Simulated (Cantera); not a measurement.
An isothermal plug-flow reactor at 700 K and 46000 Pa (inlet), inlet velocity 0.095 m/s, active area per volume 4900 1/m; feed CO : O2 : N2 : H2O = 0.0033 : 0.1 : 0.79 : 0.024 (molar parts).

Cantera simulation using Deutschmann's 1995 Pt surface mechanism with GRI-Mech 3.0 gas chemistry; the numbers are that mechanism's predictions, not measurements. Catalytic surfaces can have several steady states; this one follows from the mechanism file's or the stated starting coverage. Mass transfer to the wall is taken as infinitely fast.

x: gas mole fraction; θ: surface coverage.

```json
[
 {"z (m)": "7.2e-05", "x CO": "[?]", "x O2": "0.109", "x H2O": "0.0262", "x CO2": "0.000768", "θ free Pt": "0.0139", "θ O*": "0.983", "θ OH*": "0.00250"},
 {"z (m)": "0.00013", "x CO": "[?]", "x O2": "0.108", "x H2O": "0.0262", "x CO2": "0.00120", "θ free Pt": "0.0132", "θ O*": "0.984", "θ OH*": "0.00244"},
 {"z (m)": "0.00023", "x CO": "[?]", "x O2": "0.108", "x H2O": "0.0262", "x CO2": "0.00175", "θ free Pt": "0.0124", "θ O*": "0.985", "θ OH*": "0.00237"},
 {"z (m)": "0.00041", "x CO": "[?]", "x O2": "0.108", "x H2O": "0.0262", "x CO2": "0.00237", "θ free Pt": "0.0117", "θ O*": "0.986", "θ OH*": "0.00231"},
 {"z (m)": "0.00072", "x CO": "[?]", "x O2": "0.108", "x H2O": "0.0262", "x CO2": "0.00295", "θ free Pt": "0.0112", "θ O*": "0.987", "θ OH*": "0.00225"},
 {"z (m)": "0.0013", "x CO": "[?]", "x O2": "0.108", "x H2O": "0.0262", "x CO2": "0.00339", "θ free Pt": "0.0108", "θ O*": "0.987", "θ OH*": "0.00222"},
 {"z (m)": "0.0023", "x CO": "[?]", "x O2": "0.107", "x H2O": "0.0262", "x CO2": "0.00357", "θ free Pt": "0.0107", "θ O*": "0.987", "θ OH*": "0.00220"},
 {"z (m)": "0.0041", "x CO": "[?]", "x O2": "0.107", "x H2O": "0.0262", "x CO2": "0.00360", "θ free Pt": "0.0106", "θ O*": "0.987", "θ OH*": "0.00220"},
 {"z (m)": "0.0072", "x CO": "[?]", "x O2": "0.107", "x H2O": "0.0262", "x CO2": "0.00360", "θ free Pt": "0.0106", "θ O*": "0.987", "θ OH*": "0.00220"}
]
```

Some entries are withheld; supply them.


- 7.2e-05, x CO: 0.00283
- 0.00013, x CO: 0.00240
- 0.00023, x CO: 0.00186
- 0.00041, x CO: 0.00123
- 0.00072, x CO: 0.000651
- 0.0013, x CO: 0.000218
- 0.0023, x CO: 3.56e-5
- 0.0041, x CO: 1.43e-6
- 0.0072, x CO: 5.69e-9
